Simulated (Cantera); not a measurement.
An isothermal, constant-pressure homogeneous reactor starts with 8.14 % H2, 91.9 % O2, equivalence ratio 0.044, at 1425 K and 0.00128 atm.

Detailed kinetics in Cantera: GRI-Mech 3.0 (53 species, 325 reactions). Radical loss at walls, strong at low pressure, is not modelled. The temperature is held fixed by assumption; the heat of reaction is taken as removed at once.

x: mole fraction; the columns are a selection and need not sum to one.

```csv
t (s),x H2,x O2,x H2O2,x HO2,x O,x H,x OH
5.00e-5,0.0814,0.919,1.03e-12,1.20e-8,1.36e-9,1.07e-8,1.34e-9
0.000121,0.0814,0.919,6.03e-12,(withheld),(withheld),(withheld),(withheld)
0.000294,0.0814,0.919,3.52e-11,7.03e-8,3.37e-8,4.80e-8,3.13e-8
0.000713,0.0814,0.919,2.03e-10,1.70e-7,1.64e-7,1.30e-7,1.43e-7
0.00173,0.0814,0.919,1.14e-9,4.12e-7,1.41e-6,8.77e-7,1.19e-6
0.00419,0.0811,0.918,5.84e-9,9.45e-7,0.000107,6.41e-5,8.95e-5
0.0102,0.00545,0.858,1.15e-8,2.83e-7,0.0467,0.0154,0.0123
0.0246,0.00206,0.853,7.94e-9,2.64e-7,0.0545,0.0132,0.00950
0.0597,0.00205,0.853,7.94e-9,2.64e-7,0.0542,0.0131,0.00948
0.145,0.00203,0.854,7.93e-9,2.63e-7,0.0534,0.0128,0.00942
0.351,0.00197,0.856,7.92e-9,2.62e-7,0.0514,0.0121,0.00929
0.851,0.00182,0.861,7.87e-9,2.59e-7,0.0471,0.0107,0.00898
2.06,0.00152,0.871,7.67e-9,2.48e-7,0.0383,0.00788,0.00825
5.00,0.00100,0.887,6.94e-9,2.19e-7,0.0243,0.00401,0.00674
```

Question: What belongs in the gaps?

Answer: 
- 0.000121, x HO2: 2.90e-8
- 0.000121, x O: 7.06e-9
- 0.000121, x H: 2.29e-8
- 0.000121, x OH: 6.83e-9
